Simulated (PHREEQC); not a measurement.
Dissolve 15 mmol/kgw CaCl2 and 13 mmol/kgw MnCl2 at 25 °C. Closed to the air; pH follows from the charge balance.

Equilibrium calculation in PHREEQC: ion-association model, wateq4f.dat.

| Property | Value |
|---|---|
| pH | 6.42 |
| ionic strength | 0.0818 mol/kgw |

```tsv
species	molality	activity	log γ
Cl-	0.0549	0.0427	-0.109
Ca+2	0.0150	0.00620	-0.383
Mn+2	0.0119	0.00503	-0.373
MnCl+	0.00110	0.000876	-0.099
MnCl2	1.60e-5	1.64e-5	0.008
H+	4.60e-7	3.84e-7	-0.079
MnOH+	4.23e-7	3.37e-7	-0.099
MnCl3-	2.42e-7	1.92e-7	-0.099
OH-	3.35e-8	2.61e-8	-0.110
CaOH+	3.32e-9	2.68e-9	-0.093
```

No solid was allowed to form.
